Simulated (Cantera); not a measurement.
Feed: 1 mol CH₂F₂, 0.013 mol HCl, held at 1850 K and 0.133 bar.

Equilibrium computed with Cantera from the NASA thermochemical tables; the gas is ideal and each condensed phase is pure. Candidate condensed phases: C, C₆H₆, C₇H₈, C₈H₁₈; 118 gas species. Kinetics and transport are ignored.

Base state: HF 0.993, HCl 0.00601, Cl 0.000448, H₂ 0.000226, H 2.22e-5, F 2.07e-5 (mole fractions); condensed: C(graphite).

Problem. What changes in the equilibrium state with this change: HCl from 0.013 to 0.14 mol?

Solution. 
```
species             before    after
----------------  --------  -------
HF                   0.993    0.934
HCl                0.00601   0.0632
Cl                0.000448  0.00217
H₂                0.000226  0.00107
F                  2.07e-5  8.97e-6
H                  2.22e-5  4.82e-5
C(graphite), mol     1.000    1.000
```
